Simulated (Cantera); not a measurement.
Carbon deposition, reforming and gasification: CO + CO2 + N2

A closed system holds: 1 mol CO, 0.02 mol CO2, 1.7 mol N2, held at 0.345 Torr.

Cantera equilibrium calculation (NASA polynomials, part measured and part estimated; ideal gas, pure solids and liquids). Candidate condensed phases: C; 24 gas species. Equilibrium is a limit: real reactors are often held back by kinetics, nucleation or transport.

```
T (°C)   x N2   x CO     x CO2       x O      x NO       x N
------  -----  -----  --------  --------  --------  --------
625     0.625  0.368   0.00735    <1e-12    <1e-12    <1e-12
825     0.625  0.368   0.00735    <1e-12    <1e-12    <1e-12
1025    0.625  0.368   0.00735  1.09e-12  1.04e-10    <1e-12
1225    0.625  0.368   0.00735  8.15e-10   1.04e-8  2.13e-12
1425    0.625  0.368   0.00735   1.28e-7   3.50e-7  1.97e-10
1625    0.625  0.368   0.00734   6.85e-6   5.55e-6   7.05e-9
1825    0.625  0.368   0.00712  0.000166   5.01e-5   1.28e-7
2025    0.624  0.369   0.00525   0.00174  0.000231   1.41e-6
2225    0.621  0.371   0.00169   0.00517  0.000343   1.05e-5
2425    0.621  0.372  0.000329   0.00669  0.000246   5.88e-5
2625    0.620  0.372   6.80e-5   0.00707  0.000156  0.000259
```
x: gas mole fraction; nothing condenses.

From 625 °C to 2625 °C nothing is condensed. The main C-bearing gas is CO throughout.
